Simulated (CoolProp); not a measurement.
Vapour-liquid equilibrium of octamethyltrisiloxane (MDM) (1) + octamethylcyclotetrasiloxane (D4) (2) at 47.35 °C; x and y are mole fractions of (1).

Model: multi-fluid Helmholtz-energy mixture model, Thol 2017 and Thol 2015; pair parameters Bell 2016, in CoolProp.

| x | bubble pressure, mixture model (kPa) | bubble pressure, Raoult's law (kPa) | y, mixture model | y, Raoult's law |
|---|---|---|---|---|
| 0.05 | 0.6872 | 0.6760 | 0.153 | 0.140 |
| 0.125 | 0.7930 | 0.7723 | … | 0.307 |
| 0.2 | 0.8926 | 0.8686 | … | 0.437 |
| 0.275 | … | 0.9649 | 0.544 | 0.540 |
| 0.35 | 1.081 | 1.061 | 0.624 | 0.625 |
| 0.425 | 1.173 | 1.158 | 0.691 | 0.696 |
| 0.5 | … | 1.254 | 0.750 | 0.756 |
| 0.575 | 1.357 | 1.350 | … | 0.807 |
| 0.65 | … | 1.446 | 0.846 | 0.852 |
| 0.725 | 1.544 | 1.543 | 0.886 | 0.891 |
| 0.8 | 1.639 | 1.639 | … | 0.925 |
| 0.875 | 1.735 | 1.735 | 0.954 | 0.956 |
| 0.95 | 1.832 | 1.832 | 0.983 | 0.983 |

Problem. Complete the blanks.

Solution. 
- 0.125, y, mixture model: 0.322
- 0.2, y, mixture model: 0.447
- 0.275, bubble pressure, mixture model (kPa): 0.9882
- 0.5, bubble pressure, mixture model (kPa): 1.265
- 0.575, y, mixture model: 0.801
- 0.65, bubble pressure, mixture model (kPa): 1.450
- 0.8, y, mixture model: 0.922

The largest gap from Raoult's law is +2.8 % in bubble pressure, at x = 0.2. No azeotrope shows between x = 0.05 and 0.95.

Pair parameters are fitted to limited data, so mixtures are less certain than the pure fluids.
